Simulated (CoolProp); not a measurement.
Vapour-liquid equilibrium of CH2F2 (R32) (1) + dimethyl ether (2) at 292.3 K; x and y are mole fractions of (1).

Computed with CoolProp (multi-fluid Helmholtz-energy mixture model, Tillner-Roth 1997 and Wu 2011; pair parameters Bell 2016).

```
x     bubble pressure (bar)  y at the bubble point  dew pressure at overall composition x (bar)  liquid density (mol/L)
----  ---------------------  ---------------------  -------------------------------------------  ----------------------
0.05                  5.350             (withheld)                                        5.133              (withheld)
0.2                   6.622                  0.378                                        5.714                   15.31
0.35                  8.021                  0.571                                        6.459              (withheld)
0.5                   9.476                  0.711                                        7.440                   16.51
0.65                  10.94                  0.817                                        8.783              (withheld)
0.8                   12.41             (withheld)                                        10.68              (withheld)
0.95                  13.89                  0.976                                   (withheld)                   18.65
```

Task: What belongs in the gaps?

Result: 
- 0.05, y at the bubble point: 0.110
- 0.05, liquid density (mol/L): 14.74
- 0.35, liquid density (mol/L): 15.89
- 0.65, liquid density (mol/L): 17.17
- 0.8, y at the bubble point: 0.902
- 0.8, liquid density (mol/L): 17.88
- 0.95, dew pressure at overall composition x (bar): 13.35

No azeotrope shows between x = 0.05 and 0.95.

The pair parameters rest on a limited set of measurements; away from them the model extrapolates.
